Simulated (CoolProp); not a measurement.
Vapour-liquid equilibrium of methane (1) + ethane (2) at 176.6 K; x and y are mole fractions of (1).

Computed with CoolProp (multi-fluid Helmholtz-energy mixture model, Setzmann 1991 and Bücker 2006; pair parameters Kunz 2012).

**Question.** Give the bubble pressure and the first vapour's composition at x = 0.05, 0.65, 0.85. Is there an azeotrope?

**Answer.** x = 0.05: 2.140 bar, y = 0.699; x = 0.65: 18.09 bar, y = 0.972; x = 0.85: 23.65 bar, y = 0.985. No azeotrope shows between x = 0.05 and 0.95.

The pair parameters rest on a limited set of measurements; away from them the model extrapolates. The gap from Raoult's law changes sign with composition, which may be real or a fault of the pair parameters; it wasn't checked against measurements.
